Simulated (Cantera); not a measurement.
Charge: 1 mol PbO, 0.93 mol CO, 21 mol H2, equilibrated at 1.33 mbar.

Method: chemical equilibrium by Gibbs-energy minimisation in Cantera with the NASA 1993 tables (ideal gas, pure condensed phases). Candidate condensed phases: C, C6H6, C7H8, C8H18, H2O, Pb, PbO, PbO2, Pb3O4; 113 gas species. Rates play no part. All values below are at 877 °C.

Base state: H2 0.874, Pb 0.0436, H2O 0.0420, CO 0.0390, CO2 0.00158 (mole fractions); condensed: gas only.

### Question
What changes in the equilibrium state with this change: CO from 0.93 to 2.2 mol?

### Answer
| species | before | after |
|---|---|---|
| H2 | 0.874 | 0.830 |
| CO | 0.0390 | 0.0875 |
| Pb | 0.0436 | 0.0413 |
| H2O | 0.0420 | 0.0380 |
| CO2 | 0.00158 | 0.00337 |

### Question
What changes in the equilibrium state with this change: CO from 0.93 to 1.5 mol?

### Answer
```json
[
 {"species": "H2", "before": "0.874", "after": "0.853"},
 {"species": "CO", "before": "0.0390", "after": "0.0614"},
 {"species": "Pb", "before": "0.0436", "after": "0.0426"},
 {"species": "H2O", "before": "0.0420", "after": "0.0401"},
 {"species": "CO2", "before": "0.00158", "after": "0.00243"}
]
```

### Question
What changes in the equilibrium state with this change: pressure from 1.33 mbar to 0.550 bar?

### Answer
```csv
species,before,after
H2,0.874,0.913
H2O,0.0420,0.0442
CO,0.0390,0.0405
Pb,0.0436,0.000527
CH4,1.21e-9,0.000232
CO2,0.00158,0.00165
"Pb(l), mol",0,0.988
```
